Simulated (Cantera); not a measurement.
Feed: 1 mol Si, 0.84 mol Br2, 58 mol H2, at 1700 Pa.

Cantera equilibrium calculation (NASA polynomials, part measured and part estimated; ideal gas, pure solids and liquids). Candidate condensed phases: Br2, Si; 19 gas species. Kinetics and transport are ignored.

What share of the Si ends up in condensed phases as a function of T (K), at 525, 625, 725, 825, 925, 1025, 1125, 1225, 1325?


```csv
T (K),Si condensed (%),as
525,57.3,Si(s)
625,57.5,Si(s)
725,59.4,Si(s)
825,65.3,Si(s)
925,77.2,Si(s)
1025,89.6,Si(s)
1125,93.1,Si(s)
1225,92.8,Si(s)
1325,91.9,Si(s)
```
